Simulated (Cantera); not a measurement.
Charge: 1 mol C2H6, 0.016 mol NH3, 0.21 mol N2, held at 0.00190 bar.

These are equilibrium values from Cantera (NASA tables, ideal gas, pure condensed phases), not measurements of a reactor. Candidate condensed phases: C, C6H6, C7H8, C8H18; 110 gas species. Ions and electrons are included (thermal ionisation). Equilibrium is a limit: real reactors are often held back by kinetics, nucleation or transport. All values below are at 4000 K.

Base state: H 0.733, C 0.231, N2 0.0207, N 0.00586, CN 0.00558, C2 0.00271, H2 0.000402, C3 0.000156 (mole fractions); condensed: gas only.

Q: What changes in the equilibrium state with this change: N2 from 0.21 to 33 mol?

A: 
```csv
species,before,after
N2,0.0207,0.771
H,0.733,0.145
C,0.231,0.0417
N,0.00586,0.0358
C3,0.000156,9.13e-7
C2,0.00271,8.81e-5
CH,2.65e-5,9.46e-7
H2,0.000402,1.57e-5
```
